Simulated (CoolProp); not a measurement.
Values from CoolProp's reference Helmholtz-energy equation of state, Lemmon 2006. It is a short technical equation, of lower accuracy than the large ones.

### Question
For C2F6 (R116), give the phase and the density (kg/m³), expansivity (1/kK) at 337.9 K and 2.57 MPa; 393 K and 2.57 MPa.

### Answer
- 337.9 K and 2.57 MPa: gas; density 156, expansivity 6.11
- 393 K and 2.57 MPa: gas; density 120, expansivity 3.78
